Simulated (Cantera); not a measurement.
## Metals in furnace atmospheres: Cu + CO₂ + H₂

A closed system holds: 1 mol Cu, 6.4 mol CO₂, 230 mol H₂, at 925 K.

Method: chemical equilibrium by Gibbs-energy minimisation in Cantera with the NASA 1993 tables (ideal gas, pure condensed phases). Candidate condensed phases: C, C₆H₆, C₇H₈, C₈H₁₈, Cu, CuO, Cu(OH)₂, Cu₂O, H₂O; 113 gas species. Rates play no part.

From 10.0 Pa to 3000000 Pa the condensed part is Cu(s).

```tsv
P (Pa)	x H₂	x H₂O	x CH₄	x CO	x CO₂	x C₂H₆	n Cu(s)
10	0.947	0.0257	2.87e-9	0.0257	0.00141	<1e-12	1.000
61	0.947	0.0257	1.07e-7	0.0257	0.00141	<1e-12	1.00
370	0.947	0.0257	3.92e-6	0.0257	0.00141	<1e-12	1.00
2200	0.947	0.0258	0.000137	0.0255	0.00141	1.72e-12	1.00
13000	0.943	0.0295	0.00361	0.0223	0.00141	1.20e-9	1.00
82000	0.923	0.0492	0.0216	0.00598	0.000645	4.39e-8	1.00
500000	0.914	0.0569	0.0283	0.000250	3.14e-5	7.60e-8	1.00
3000000	0.914	0.0572	0.0286	7.06e-6	8.94e-7	7.76e-8	1.00
```
x: gas mole fraction; n: condensed amount in mol.
